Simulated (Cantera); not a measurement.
## Ammonia decomposition in nitride growth gas

An isothermal, constant-pressure homogeneous reactor starts with 73.2 % NH3, 22.0 % H2, 4.83 % N2, at 1550 K and 1.50 bar.

Model: the gas-phase N/H chemistry of the illustrative SiF4/NH3 mechanism in the Surface Chemkin manual (1991), integrated in Cantera. Walls and surfaces, which speed up NH3 decomposition in real reactors, are not modelled.

```json
[
 {"t (s)": "0.000500", "x NH3": "0.732", "x H2": "0.220", "x NH": "1.45e-8", "x N2H4": "2.40e-8", "x H": "2.25e-6", "x N2": "0.0483", "x N2H2": "2.72e-8"},
 {"t (s)": "0.000965", "x NH3": "0.732", "x H2": "0.220", "x NH": "4.46e-8", "x N2H4": "7.47e-8", "x H": "3.95e-6", "x N2": "0.0483", "x N2H2": "8.99e-8"},
 {"t (s)": "0.00186", "x NH3": "0.732", "x H2": "0.220", "x NH": "9.10e-8", "x N2H4": "1.54e-7", "x H": "5.67e-6", "x N2": "0.0483", "x N2H2": "1.94e-7"},
 {"t (s)": "0.00360", "x NH3": "0.732", "x H2": "0.220", "x NH": "1.10e-7", "x N2H4": "1.88e-7", "x H": "6.26e-6", "x N2": "0.0484", "x N2H2": "2.40e-7"},
 {"t (s)": "0.00695", "x NH3": "0.732", "x H2": "0.220", "x NH": "1.12e-7", "x N2H4": "1.90e-7", "x H": "6.30e-6", "x N2": "0.0484", "x N2H2": "2.43e-7"},
 {"t (s)": "0.0134", "x NH3": "0.731", "x H2": "0.220", "x NH": "1.12e-7", "x N2H4": "1.89e-7", "x H": "6.31e-6", "x N2": "0.0485", "x N2H2": "2.42e-7"},
 {"t (s)": "0.0259", "x NH3": "0.730", "x H2": "0.221", "x NH": "1.11e-7", "x N2H4": "1.89e-7", "x H": "6.32e-6", "x N2": "0.0487", "x N2H2": "2.42e-7"},
 {"t (s)": "0.0500", "x NH3": "0.729", "x H2": "0.222", "x NH": "1.11e-7", "x N2H4": "1.88e-7", "x H": "6.36e-6", "x N2": "0.0491", "x N2H2": "2.40e-7"},
 {"t (s)": "0.0965", "x NH3": "0.726", "x H2": "0.224", "x NH": "1.11e-7", "x N2H4": "1.87e-7", "x H": "6.42e-6", "x N2": "0.0498", "x N2H2": "2.38e-7"},
 {"t (s)": "0.186", "x NH3": "0.721", "x H2": "0.228", "x NH": "1.10e-7", "x N2H4": "1.84e-7", "x H": "6.53e-6", "x N2": "0.0512", "x N2H2": "2.34e-7"},
 {"t (s)": "0.360", "x NH3": "0.711", "x H2": "0.235", "x NH": "1.09e-7", "x N2H4": "1.80e-7", "x H": "6.75e-6", "x N2": "0.0538", "x N2H2": "2.26e-7"},
 {"t (s)": "0.695", "x NH3": "0.692", "x H2": "0.249", "x NH": "1.07e-7", "x N2H4": "1.71e-7", "x H": "7.15e-6", "x N2": "0.0587", "x N2H2": "2.12e-7"},
 {"t (s)": "1.34", "x NH3": "0.659", "x H2": "0.273", "x NH": "1.03e-7", "x N2H4": "1.56e-7", "x H": "7.87e-6", "x N2": "0.0673", "x N2H2": "1.89e-7"},
 {"t (s)": "2.59", "x NH3": "0.605", "x H2": "0.314", "x NH": "9.54e-8", "x N2H4": "1.32e-7", "x H": "9.06e-6", "x N2": "0.0815", "x N2H2": "1.54e-7"},
 {"t (s)": "5.00", "x NH3": "0.524", "x H2": "0.373", "x NH": "8.40e-8", "x N2H4": "1.00e-7", "x H": "1.08e-5", "x N2": "0.103", "x N2H2": "1.11e-7"}
]
```
x: mole fraction; the columns are a selection and need not sum to one.

Equilibrium at this temperature and pressure: NH3 2.57e-5, H2 0.761, NH 4.39e-12, N2H4 <1e-12, H 2.26e-5, N2 0.239, N2H2 <1e-12 (gas phase only).
